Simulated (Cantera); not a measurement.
Input: 1 mol SiF4, 0.92 mol N2, 0.55 mol H2, at 1198 K and 0.133 bar.

Method: chemical equilibrium by Gibbs-energy minimisation in Cantera with the NASA 1993 tables (ideal gas, pure condensed phases). Candidate condensed phases: Si, Si3N4; 37 gas species. The tables' values for SiF3 are old estimates; treat these amounts as uncertain. Kinetics and transport are ignored.

Base state: SiF4 0.403, N2 0.372, H2 0.221, HF 0.00198, SiHF3 0.00144, SiF3 0.000533 (mole fractions); condensed: gas only.

Problem. What changes in the equilibrium state with this change: SiF4 replaced by SiH2Cl2?

Solution. 
```json
[
 {"species": "HCl", "before": "0", "after": "0.424"},
 {"species": "H2", "before": "0.221", "after": "0.354"},
 {"species": "N2", "before": "0.372", "after": "0.144"},
 {"species": "SiF4", "before": "0.403", "after": "0"},
 {"species": "SiCl4", "before": "0", "after": "0.0748"},
 {"species": "HF", "before": "0.00198", "after": "0"},
 {"species": "SiHCl3", "before": "0", "after": "0.00168"},
 {"species": "SiHF3", "before": "0.00144", "after": "0"},
 {"species": "SiCl3", "before": "0", "after": "0.00112"},
 {"species": "SiF3", "before": "0.000533", "after": "0"},
 {"species": "Si3N4(s), mol", "before": "0", "after": "0.262"}
]
```
N2 is the only nitrogen source here; it is nearly inert below about 1500 K, so the nitride shown seldom forms there in practice. The tables' values for SiCl3 are old estimates; treat these amounts as uncertain. Further candidate phases: NH4Cl.

Problem. What changes in the equilibrium state with this change: temperature from 1198 K to 1075 K?

Solution. 
```json
[
 {"species": "SiF4", "before": "0.403", "after": "0.404"},
 {"species": "N2", "before": "0.372", "after": "0.372"},
 {"species": "H2", "before": "0.221", "after": "0.222"},
 {"species": "HF", "before": "0.00198", "after": "0.000887"},
 {"species": "SiF3", "before": "0.000533", "after": "6.61e-5"},
 {"species": "SiHF3", "before": "0.00144", "after": "0.000684"}
]
```
N2 is the only nitrogen source here; it is nearly inert below about 1500 K, so the nitride shown seldom forms there in practice.
